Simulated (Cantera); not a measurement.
## Si + SF6 (silicon etching in halogen gases)

Feed: 1 mol Si, 3.6 mol SF6, held at 1473.15 K and 1.20 Pa.

Equilibrium computed with Cantera from the NASA thermochemical tables; the gas is ideal and each condensed phase is pure. Candidate condensed phases: S, Si; 21 gas species. The tables' values for SF3, S2F2 (SSF2) are old estimates; treat these amounts as uncertain. The numbers say what is thermodynamically allowed, not how fast it happens.

The x(F) is 0.695, the x(SF2) comes out as 0.229 and the x(SiF4) is 0.0667. The x(SF3) comes out as 0.00406 and the x(SF) is 0.00346. The x(S2F2 (SSF2)) is 0.00124, the x(SF4) is 0.000765 and the x(S2) is 0.000192. The x(S) is 0.000118 and the gas amount comes out as 15.00 mol. The log10 activity of S(l) (absent) is -5.50 and the log10 activity of Si(s) (absent) is -34.01.
